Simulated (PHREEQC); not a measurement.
A made-up water analysis in mmol/kgw, 25 °C, pH 2.85, pe 12.4:

```tsv
constituent	mmol/kgw
Na	2.32
K	2.57
Ca	1.92
Mg	0.0895
Cl	3.08
S(6)	4.24
Mn(2)	0.021
```

Valence states are taken as typed.

Computed with PHREEQC (ion-association model, wateq4f.dat).

```tsv
quantity	before	after
ionic strength (mol/kgw)	0.0150	0.0146
HSO4- (mol/kgw)	0.000328	0.000489
KSO4- (mol/kgw)	3.74e-5	4.79e-5
NaSO4- (mol/kgw)	2.43e-5	2.54e-5
MgSO4 (mol/kgw)	2.12e-5	2.83e-5
MnSO4 (mol/kgw)	3.99e-6	4.94e-6
SI of Gypsum (CaSO4:2H2O)	-1.12	-1.14
SI of Epsomite (MgSO4:7H2O)	-4.90	-5.12
```

Name the change that produced these shifts.
A. Na from 2.32 to 1.16 mmol/kgw
B. Na from 2.32 to 4.64 mmol/kgw
C. temperature from 25 to 45 °C at the same typed pH

C, temperature from 25 to 45 °C at the same typed pH

No solid was allowed to form. At this temperature some constants are extrapolated from 25 °C, and those without enthalpy data are left unchanged.
